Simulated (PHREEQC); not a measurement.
PHREEQC input (Pitzer model, pitzer.dat):

```
SOLUTION 1
  temp 25
  units mol/kgw
  pH 7 charge
END
SELECTED_OUTPUT 1
  -reset false
  -pH true
  -pe true
  -ionic_strength true
  -water true
  -totals C
  -molalities H+ CO3-2 OH- HCO3- CO2
USER_PUNCH 1
  -headings p_CO2(g) phi_CO2(g) p_H2O(g) phi_H2O(g) density
  10 PUNCH PR_P("CO2(g)"), PR_PHI("CO2(g)"), PR_P("H2O(g)"), PR_PHI("H2O(g)"), RHO
PRINT
  -reset false
USE solution 1
REACTION_TEMPERATURE 1
  10
GAS_PHASE 1
  -fixed_pressure
  -pressure 1
  -temperature 10
  -volume 20
  CO2(g) 1
  H2O(g) 0
END
# ... the last block is repeated for the other 7 points of P (atm)
```

Selected output (columns that matter, 8 of 8 rows; P (atm) added in front):

```
P (atm)	pH	mu	C	m_H+	m_OH-	m_CO2	p_CO2(g)	phi_CO2(g)	p_H2O(g)	phi_H2O(g)	density
1	3.8657	0.00013812	0.052857	0.00013812	2.1853e-11	0.052719	0.98759	0.99354	0.012411	0.98909	1.0002
2	3.7157	0.00019568	0.10537	0.00019568	1.5503e-11	0.10518	1.9875	0.9871	0.012544	0.97839	1.0008
3	3.6291	0.00023938	0.15696	0.00023938	1.2716e-11	0.15672	2.9873	0.98068	0.012681	0.96772	1.0014
5	3.5216	0.00030763	0.25741	0.00030763	9.9421e-12	0.25711	4.987	0.96789	0.012961	0.9465	1.0025
7.5	3.4381	0.00037405	0.37801	0.00037405	8.2118e-12	0.37763	7.4867	0.952	0.013329	0.92018	1.0039
10	3.3802	0.00042849	0.49321	0.00042849	7.1929e-12	0.49278	9.9863	0.93622	0.013716	0.89407	1.0052
15	3.3015	0.0005159	0.70799	0.0005159	6.0068e-12	0.70747	14.985	0.90494	0.014557	0.84241	1.0075
20	3.2484	0.00058508	0.90277	0.00058508	5.3209e-12	0.90218	19.984	0.87399	0.015501	0.79133	1.0097
```

Away from 25 °C the constants follow the database's enthalpies or fits; those with neither stay at their 25 °C values.
